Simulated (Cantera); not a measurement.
**Silicon etching in halogen gases: Si + F2 + H2**

Input: 1 mol Si, 7.2 mol F2, a varied amount of H2, held at 875 K and 1.00 Torr.

Method: chemical equilibrium by Gibbs-energy minimisation in Cantera with the NASA 1993 tables (ideal gas, pure condensed phases). Candidate condensed phases: Si; 25 gas species. Kinetics and transport are ignored.

| n(H2) (mol) | x HF | x H2 | x F | x SiF4 | x F2 | x H2F2 |
|---|---|---|---|---|---|---|
| 3.8 | 0.702 | <1e-12 | 0.152 | 0.0924 | 0.0536 | 4.28e-8 |
| 5.5 | 0.889 | 0.0256 | <1e-12 | 0.0855 | <1e-12 | 6.86e-8 |
| 7.2 | 0.776 | 0.149 | <1e-12 | 0.0746 | <1e-12 | 5.23e-8 |
| 8.9 | 0.689 | 0.245 | <1e-12 | 0.0662 | <1e-12 | 4.12e-8 |
| 11 | 0.605 | 0.337 | <1e-12 | 0.0581 | <1e-12 | 3.17e-8 |
| 12 | 0.571 | 0.374 | <1e-12 | 0.0549 | <1e-12 | 2.83e-8 |
| 14 | 0.515 | 0.436 | <1e-12 | 0.0495 | <1e-12 | 2.30e-8 |
| 16 | 0.468 | 0.486 | <1e-12 | 0.0450 | <1e-12 | 1.90e-8 |
x: gas mole fraction; nothing condenses.

From 3.8 mol H2 to 16 mol H2 nothing is condensed. The main Si-bearing gas is SiF4 throughout.
